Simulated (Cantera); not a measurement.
Cantera run:

```python
import numpy as np
import cantera as ct

gas_names = """
    C CH CH2 CH3 CH2OH CH3O CH4 CH3OH CO CO2 COOH C2 C2H CHCO,ketyl C2H2,acetylene C2H2,vinylidene
    CH2CO,ketene C2H3,vinyl CH3CO,acetyl C2H4 C2H4O,ethylen CH3CHO,ethanal CH3COOH (HCOOH)2 C2H5 C2H6
    CH3OCH3 C2H5OH C2O C3 C3H3,propargyl C3H4,allene C3H4,propyne C3H4,cyclo- C3H5,allyl C3H6,propylene
    C3H6,cyclo- C3H6O C3H7,n-propyl C3H7,i-propyl C3H8 C3H8O,1propanol C3H8O,2propanol C3O2 C4 C4H2
    C4H4,1,3-cyclo- C4H6,butadiene C4H6,2-butyne C4H6,cyclo- C4H8,1-butene C4H8,cis2-buten
    C4H8,tr2-butene C4H8,isobutene C4H8,cyclo- (CH3COOH)2 C4H9,n-butyl C4H9,i-butyl C4H9,s-butyl
    C4H9,t-butyl C4H10,isobutane C4H10,n-butane C5 C5H6,1,3cyclo- C5H8,cyclo- C5H10,1-pentene
    C5H10,cyclo- C5H11,pentyl C5H11,t-pentyl C5H12,n-pentane C5H12,i-pentane CH3C(CH3)2CH3 C6H2
    C6H5,phenyl C6H5O,phenoxy C6H6 C6H5OH,phenol C6H10,cyclo- C6H12,1-hexene C6H12,cyclo- C6H13,n-hexyl
    C7H7,benzyl C7H8 C7H8O,cresol C7H14,1-heptene C7H15,n-heptyl C7H16,n-heptane C8H8,styrene
    C8H10,ethylbenz C8H16,1-octene C8H17,n-octyl C8H18,isooctane C8H18,n-octane C9H19,n-nonyl
    C10H8,naphthale C10H21,n-decyl C12H9,o-bipheny C12H10,bipheny Fe FeC5O5 FeO Fe(OH)2 H HCO HO2 H2
    HCHO,formaldehy HCOOH H2O H2O2 O OH O2 O3
""".split()
cond_names = """
    C(gr) C6H6(L) C7H8(L) C8H18(L),n-octa Fe(a) Fe(c) Fe(d) Fe(L) FeC5O5(L) FeO(s) FeO(L) Fe(OH)2(s)
    Fe(OH)3(s) Fe2O3(s) Fe3O4(s) H2O(s) H2O(L)
""".split()


def load(file, names, dense=False):
    # The tables refer to 1 bar. Condensed volumes are neglected.
    table = {s.name: s for s in ct.Species.list_from_file(file)}
    out = []
    for n in names:
        d = dict(table[n].input_data)
        d["thermo"] = dict(d["thermo"], **{"reference-pressure": 1e5})
        if dense:
            d["equation-of-state"] = {"model": "constant-volume", "density": "1e6 g/cm^3"}
        out.append(ct.Species.from_dict(d))
    return out


gas = ct.Solution(thermo="ideal-gas", species=load("nasa_gas.yaml", gas_names))
cond = {s.name: ct.Solution(thermo="fixed-stoichiometry", species=[s], name=s.name)
        for s in load("nasa_condensed.yaml", cond_names, dense=True)}
atoms = {
    'Fe2O3': {'Fe': 2, 'O': 3},
    'CO': {'C': 1, 'O': 1},
    'H2': {'H': 2},
}
top_T = {'C(gr)': 4500, 'Fe2O3(s)': 1830, 'Fe3O4(s)': 1870}  # K; cautious upper limits of use, not melting points


def equilibrate(T, P, feed):
    n = {}
    for name, mol in feed.items():
        for a, k in atoms[name].items():
            n[a] = n.get(a, 0.0) + k * mol
    gas.TPX = T, P, n
    mass = sum(n.values()) * gas.mean_molecular_weight
    gas.equilibrate("TP")
    valid = [c for c in cond.values() if c.min_temp <= T <= top_T.get(c.name, c.max_temp)]
    mix = ct.Mixture([(gas, mass / gas.mean_molecular_weight)] + [(c, 0.0) for c in valid])
    mix.T, mix.P = T, P
    mix.equilibrate("TP", solver="vcs", rtol=1e-11, max_steps=5000)
    return mix


results = []
feed = {'Fe2O3': 1, 'CO': 4.6, 'H2': 0.13}  # mol
P = 92  # Pa
for T in [1700, 1725, 1750, 1775, 1800, 1825, 1850, 1875, 1900, 1925, 1950, 1975, 2000, 2025]:
    mix = equilibrate(T, P, feed)
    results.append((T, P, feed, dict(zip(mix.species_names, mix.species_moles))))

top = {s: max(r[3][s] / sum(r[3][g] for g in gas_names) for r in results) for s in gas_names}
cols = sorted((s for s in top if top[s] > 1e-06), key=lambda s: -top[s])[:9]
seen = [c for c in cond_names if any(r[3].get(c, 0) > 1e-12 for r in results)]
print("log10 of partial pressures in bar; condensed amounts in mol")
print(f"{'T/K':>10s}" + "".join(f"{s[:9]:>10s}" for s in cols + seen))
for T, P, feed, n in results:
    ng = sum(n[g] for g in gas_names)
    print(f"{T:10.4g}" + "".join(f"{np.log10(max(n[s] / ng * P / 1e5, 1e-99)):10.3f}" for s in cols)
          + "".join(f"{n.get(c, 0):10.4g}" for c in seen))
```

Output:

```
log10 of partial pressures in bar; condensed amounts in mol
       T/K        CO       CO2        Fe       H2O        H2       FeO         H        OH         O    FeO(L)
      1700    -3.151    -3.732    -5.483    -4.929    -4.882    -7.600    -6.273    -7.607    -9.094     1.983
      1725    -3.153    -3.730    -5.327    -4.922    -4.891    -7.392    -6.177    -7.467    -8.853     1.975
      1750    -3.155    -3.727    -5.177    -4.916    -4.902    -7.190    -6.085    -7.330    -8.616     1.965
      1775    -3.157    -3.723    -5.034    -4.910    -4.915    -6.995    -5.996    -7.196    -8.385     1.951
      1800    -3.161    -3.717    -4.898    -4.903    -4.929    -6.805    -5.911    -7.065    -8.158     1.933
      1825    -3.166    -3.710    -4.769    -4.897    -4.946    -6.621    -5.829    -6.936    -7.933     1.909
      1850    -3.172    -3.701    -4.647    -4.891    -4.966    -6.442    -5.752    -6.808    -7.712     1.879
      1875    -3.180    -3.690    -4.532    -4.885    -4.989    -6.268    -5.678    -6.682    -7.492     1.841
      1900    -3.190    -3.678    -4.425    -4.880    -5.016    -6.098    -5.609    -6.558    -7.274     1.794
      1925    -3.202    -3.663    -4.325    -4.875    -5.048    -5.934    -5.543    -6.434    -7.057     1.736
      1950    -3.216    -3.647    -4.233    -4.872    -5.084    -5.774    -5.483    -6.312    -6.841     1.668
      1975    -3.232    -3.629    -4.147    -4.870    -5.125    -5.618    -5.426    -6.192    -6.626     1.587
      2000    -3.252    -3.611    -4.069    -4.870    -5.172    -5.467    -5.375    -6.073    -6.412     1.493
      2025    -3.274    -3.592    -3.996    -4.873    -5.225    -5.319    -5.328    -5.957    -6.199     1.383
```

These are equilibrium values from Cantera (NASA tables, ideal gas, pure condensed phases), not measurements of a reactor. The tables' stoichiometric FeO is somewhat more stable than real wüstite, so its field is too wide. FeO: taken at fixed stoichiometry.
